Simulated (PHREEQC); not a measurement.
## Leach liquor: speciation

A solution holds 0.25 mol/kgw H2SO4, 0.00031 mol/kgw NiSO4 and 0.00059 mol/kgw Fe2(SO4)3, at 25 °C. Closed to the air; pH follows from the charge balance.

Model: ion-association model, wateq4f.dat, run in PHREEQC.

Each row changes one thing in this solution. No solid was allowed to form.

```tsv
case	pH	ionic strength (mol/kgw)	SO4-2 (mol/kgw)	Ni+2 (mol/kgw)	NiSO4 (mol/kgw)	Fe(SO4)2- (mol/kgw)	SI of Goethite (FeOOH)	SI of Hematite (Fe2O3)
as made	0.66	0.311	0.0295	0.000224	8.58e-5	6.86e-5	-2.43	-2.84
temperature from 25 to 50 °C	0.68	0.289	0.0183	0.000244	6.57e-5	4.43e-5	-1.56	-1.00
temperature from 25 to 5 °C	0.65	0.332	0.0399	0.000214	9.58e-5	8.03e-5	-3.20	-4.48
NiSO4 from 0.00031 to 0.000341 mol/kgw	0.66	0.311	0.0295	0.000246	9.44e-5	6.86e-5	-2.43	-2.84
NiSO4 from 0.00031 to 0.00062 mol/kgw	0.66	0.311	0.0296	0.000448	0.000172	6.87e-5	-2.43	-2.84
```

Away from 25 °C the constants follow the database's enthalpies or fits; those with neither stay at their 25 °C values.
